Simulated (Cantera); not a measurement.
A Cantera script and what it prints.

```python
import numpy as np
import cantera as ct

gas_names = [...]  # 110 gases of nasa_gas.yaml made of C, H, O
cond_names = """
    C(gr) C6H6(L) C7H8(L) C8H18(L),n-octa H2O(s) H2O(L)
""".split()


# ... load() reads the species with a 1 bar reference pressure and builds the phases ...
atoms = {
    'n-butane': {'C': 4, 'H': 10},
    'H2O': {'H': 2, 'O': 1},
}
top_T = {'C(gr)': 4500}  # K; cautious upper limits of use, not melting points


# ... equilibrate(T, P, feed) seeds the gas with the atoms and calls Mixture.equilibrate('TP', solver="vcs", rtol=1e-11, max_steps=5000) ...
results = []
feed = {'n-butane': 1, 'H2O': 0.51}  # mol
T = 1148.15  # K
P = 2800  # Pa
mix = equilibrate(T, P, feed)
results.append((T, P, feed, dict(zip(mix.species_names, mix.species_moles))))
print(gas.report(threshold=0.001))
for i in range(1, mix.n_phases):
    print(f"{mix.phase(i).name:16s} {mix.phase_moles(i):12.5e} mol")
```

It prints:

```
       temperature   1148.2 K
          pressure   2800 Pa
           density   0.0012396 kg/m^3
  mean mol. weight   4.2263 kg/kmol
   phase of matter   gas

                          1 kg             1 kmol
                     ---------------   ---------------
          enthalpy        3.7663e+06        1.5918e+07  J
   internal energy        1.5076e+06        6.3714e+06  J
           entropy             49337        2.0851e+05  J/K
    Gibbs function        -5.288e+07       -2.2349e+08  J
 heat capacity c_p            7367.5             31137  J/K
 heat capacity c_v            5400.2             22823  J/K

                      mass frac. Y      mole frac. X     chem. pot. / RT
                     ---------------   ---------------   ---------------
                CO           0.56105          0.084654           -43.597
                H2           0.43631           0.91468           -21.525
     [ +108 minor]         0.0026418         0.0006693

C(gr)             3.48733e+00 mol
```

Equilibrium computed with Cantera from the NASA thermochemical tables; the gas is ideal and each condensed phase is pure.
